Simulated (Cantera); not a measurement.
A perfectly stirred reactor is fed with 4.13 % CH4, 4.55 % CO, 7.02 % O2, 84.3 % N2, at 630 Torr; it is adiabatic with a 800 K inlet, and is followed from long to short residence time, starting on the burning branch (τ in s: 0.25, 0.12, 0.056, 0.026, 0.012, 0.0059, 0.0028, 0.0013, 0.00062, 0.00029, 0.00014, 6.5e-05, 3.1e-05).

Cantera simulation using GRI-Mech 3.0 (53 species, 325 reactions); the numbers are that mechanism's predictions, not measurements.

Question: Predict: blow-out, bracketed by the residence times tried; x(CH4) at τ = 0.250 s; x(CO) at τ = 0.250 s; x(O2) at τ = 0.250 s; x(O) at τ = 0.250 s; x(CO2) at τ = 0.250 s; x(CH4) at τ = 2.80 ms; x(CO) at τ = 2.80 ms; x(O2) at τ = 2.80 ms.

Answer: 
```json
{
  "blow_out_bracketed_by_the_residence_times_tried": "burning at 12.0 ms, out at 5.90 ms",
  "x(CH4) at τ = 0.250 s": "0.00153",
  "x(CO) at τ = 0.250 s": "0.0429",
  "x(O2) at τ = 0.250 s": "0.000901",
  "x(O) at τ = 0.250 s": "4.88e-7",
  "x(CO2) at τ = 0.250 s": "0.0399",
  "x(CH4) at τ = 2.80 ms": "0.0413",
  "x(CO) at τ = 2.80 ms": "0.0455",
  "x(O2) at τ = 2.80 ms": "0.0702"
}
```
